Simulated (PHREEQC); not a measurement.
0.012 g of hydrous ferric oxide (600 m²/g; 0.2 weak and 0.005 strong sites per Fe, Dzombak-Morel constants, diffuse double layer) in 1 kg of water with 0.1 mol/kgw of an inert sodium salt and 2.9e-07 mol/kgw Na2HAsO4, at 25 °C; the pH is set by adding NaOH or the inert anion's acid. Oxygen is held at 0.21 atm. The system is closed to CO2. No solid was allowed to form.

The numbers come from PHREEQC with the ion-association model, wateq4f.dat.

| pH | As sorbed (%) | surface charge σ (C/m²) | surface potential ψ (mV) |
|---|---|---|---|
| 3 | 99.9 | 0.358 | 152 |
| 3.5 | 100.0 | 0.345 | 150 |
| 4 | 100.0 | 0.316 | 146 |
| 4.5 | 100.0 | 0.268 | 137 |
| 5 | 100.0 | 0.211 | 125 |
| 5.5 | 100.0 | 0.155 | 110 |
| 6 | 100.0 | 0.108 | 92 |
| 6.5 | 100.0 | 0.070 | 72 |
| 7 | 99.9 | 0.042 | 50 |
| 7.5 | 99.8 | 0.020 | 27 |
| 8 | 98.9 | 0.002 | 3 |
| 8.5 | 94.4 | -0.016 | -21 |
| 9 | 78.2 | -0.036 | -44 |

The oxide is taken as insoluble; below pH 4 it would dissolve.
